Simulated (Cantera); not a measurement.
An isothermal, constant-pressure homogeneous reactor starts with 3.75 % H₂, 96.2 % O₂, at 1448 K and 1330 Pa.

Computed with Cantera and GRI-Mech 3.0 (53 species, 325 reactions). Radical loss at walls, strong at low pressure, is not modelled. The temperature is held fixed by assumption; the heat of reaction is taken as removed at once.

**Question.** Predict: x(H₂) at 2.00 s; x(O₂) at 2.00 s; x(H₂O) at 2.00 s; x(O) at 2.00 s; x(OH) at 2.00 s; x(H₂O₂) at 2.00 s; x(H) at 2.00 s.

**Answer.** 
```
Quantity                                              Result
-----------------  -----------------------------------------
x(H₂) at 2.00 s      6.01e-6 (gas-phase equilibrium 3.13e-7)
x(O₂) at 2.00 s          0.961 (gas-phase equilibrium 0.962)
x(H₂O) at 2.00 s       0.0379 (gas-phase equilibrium 0.0382)
x(O) at 2.00 s      0.000322 (gas-phase equilibrium 1.67e-5)
x(OH) at 2.00 s    0.000572 (gas-phase equilibrium 0.000131)
x(H₂O₂) at 2.00 s   3.95e-9 (gas-phase equilibrium 6.58e-10)
x(H) at 2.00 s       3.80e-6 (gas-phase equilibrium 4.49e-8)
```
